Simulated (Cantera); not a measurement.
An adiabatic, constant-volume homogeneous reactor starts with C₃H₈ : O₂ : N₂ = 1 : 5.88 : 22.1 (molar parts), equivalence ratio 0.85, at 1550 K and 220000 Pa. Integrator tolerance rtol = 1e-08.

Computed with Cantera and GRI-Mech 3.0 (53 species, 325 reactions). GRI-Mech 3.0 was tuned for natural gas; its chemistry of propane as a main component is partial and can be far from experiment.

Problem. What does this change do: pressure from 220000 Pa to 500000 Pa?

Solution. 
```tsv
quantity	before	after
time of steepest temperature rise	27.8 µs	16.8 µs
temperature at 0.300 s	2958 K	3026 K
equilibrium temperature	2958 K	3026 K
x(C₃H₈) at 0.300 s	<1e-12 (gas-phase equilibrium <1e-12)	<1e-12 (gas-phase equilibrium <1e-12)
x(O₂) at 0.300 s	0.0360 (gas-phase equilibrium 0.0360)	0.0342 (gas-phase equilibrium 0.0342)
x(C₂H) at 0.300 s	<1e-12 (gas-phase equilibrium <1e-12)	<1e-12 (gas-phase equilibrium <1e-12)
x(H₂O₂) at 0.300 s	6.81e-7 (gas-phase equilibrium 6.81e-7)	1.15e-6 (gas-phase equilibrium 1.15e-6)
x(H) at 0.300 s	0.00657 (gas-phase equilibrium 0.00657)	0.00500 (gas-phase equilibrium 0.00500)
x(CH₄) at 0.300 s	<1e-12 (gas-phase equilibrium <1e-12)	<1e-12 (gas-phase equilibrium <1e-12)
```
Above 3000 K some thermodynamic fits are extrapolated.

Problem. What does this change do: N2 22.1 to 31 parts?

Solution. 
```json
[
 {"quantity": "time of steepest temperature rise", "before": "27.8 µs", "after": "33.6 µs"},
 {"quantity": "temperature at 0.300 s", "before": "2958 K", "after": "2810 K"},
 {"quantity": "equilibrium temperature", "before": "2958 K", "after": "2810 K"},
 {"quantity": "x(C₃H₈) at 0.300 s", "before": "<1e-12 (gas-phase equilibrium <1e-12)", "after": "<1e-12 (gas-phase equilibrium <1e-12)"},
 {"quantity": "x(O₂) at 0.300 s", "before": "0.0360 (gas-phase equilibrium 0.0360)", "after": "0.0261 (gas-phase equilibrium 0.0261)"},
 {"quantity": "x(C₂H) at 0.300 s", "before": "<1e-12 (gas-phase equilibrium <1e-12)", "after": "<1e-12 (gas-phase equilibrium <1e-12)"},
 {"quantity": "x(H₂O₂) at 0.300 s", "before": "6.81e-7 (gas-phase equilibrium 6.81e-7)", "after": "3.64e-7 (gas-phase equilibrium 3.64e-7)"},
 {"quantity": "x(H) at 0.300 s", "before": "0.00657 (gas-phase equilibrium 0.00657)", "after": "0.00322 (gas-phase equilibrium 0.00322)"},
 {"quantity": "x(CH₄) at 0.300 s", "before": "<1e-12 (gas-phase equilibrium <1e-12)", "after": "<1e-12 (gas-phase equilibrium <1e-12)"}
]
```

Problem. What does this change do: N2 22.1 to 34 parts?

Solution. 
| quantity | before | after |
|---|---|---|
| time of steepest temperature rise | 27.8 µs | 35.4 µs |
| temperature at 0.300 s | 2958 K | 2766 K |
| equilibrium temperature | 2958 K | 2766 K |
| x(C₃H₈) at 0.300 s | <1e-12 (gas-phase equilibrium <1e-12) | <1e-12 (gas-phase equilibrium <1e-12) |
| x(O₂) at 0.300 s | 0.0360 (gas-phase equilibrium 0.0360) | 0.0237 (gas-phase equilibrium 0.0237) |
| x(C₂H) at 0.300 s | <1e-12 (gas-phase equilibrium <1e-12) | <1e-12 (gas-phase equilibrium <1e-12) |
| x(H₂O₂) at 0.300 s | 6.81e-7 (gas-phase equilibrium 6.81e-7) | 3.01e-7 (gas-phase equilibrium 3.01e-7) |
| x(H) at 0.300 s | 0.00657 (gas-phase equilibrium 0.00657) | 0.00256 (gas-phase equilibrium 0.00256) |
| x(CH₄) at 0.300 s | <1e-12 (gas-phase equilibrium <1e-12) | <1e-12 (gas-phase equilibrium <1e-12) |
